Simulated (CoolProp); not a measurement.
Vapour-liquid equilibrium of cyclohexane (1) + toluene (2) at 302.4 K; x and y are mole fractions of (1).

Model: multi-fluid Helmholtz-energy mixture model, Zhou 2014 and Lemmon 2006; pair parameters Bell 2016, in CoolProp.

| x | bubble pressure (MPa) | y at the bubble point | dew pressure at overall composition x (MPa) | liquid density (mol/L) |
|---|---|---|---|---|
| 0.05 | 0.005573 | 0.195 | 0.004909 | 9.303 |
| 0.15 | 0.007131 | 0.433 | 0.005349 | 9.282 |
| 0.25 | 0.008501 | 0.574 | 0.005872 | 9.261 |
| 0.35 | 0.009714 | 0.670 | 0.006503 | 9.241 |
| 0.45 | 0.01080 | 0.741 | 0.007276 | 9.222 |
| 0.55 | 0.01179 | 0.798 | 0.008236 | 9.205 |
| 0.65 | 0.01271 | 0.847 | 0.009443 | 9.189 |
| 0.75 | 0.01359 | 0.891 | 0.01096 | 9.175 |
| 0.85 | 0.01444 | 0.934 | 0.01278 | 9.162 |
| 0.95 | 0.01529 | 0.977 | 0.01476 | 9.152 |

No azeotrope shows between x = 0.05 and 0.95.

The pair parameters rest on a limited set of measurements; away from them the model extrapolates.
